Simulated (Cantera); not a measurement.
Mixture: C3H8 : O2 : N2 = 1 : 2.38 : 8.95 (molar parts), at 5.00 bar, adiabatic and at constant volume. Ignition delay is the time to a rise of 400 K.

Detailed kinetics in Cantera: GRI-Mech 3.0 (53 species, 325 reactions). GRI-Mech 3.0 was tuned for natural gas; its chemistry of propane as a main component is partial and can be far from experiment.

**Question.** Predict: delay at 1275 K; delay at 1375 K; delay at 1475 K; delay at 1575 K; apparent activation energy between 1525 and 1625 K.

**Answer.** 
| Property | Value |
|---|---|
| delay at 1275 K | 0.646 ms |
| delay at 1375 K | 0.131 ms |
| delay at 1475 K | 36.8 µs |
| delay at 1575 K | 13.7 µs |
| apparent activation energy between 1525 and 1625 K | 180 kJ/mol |
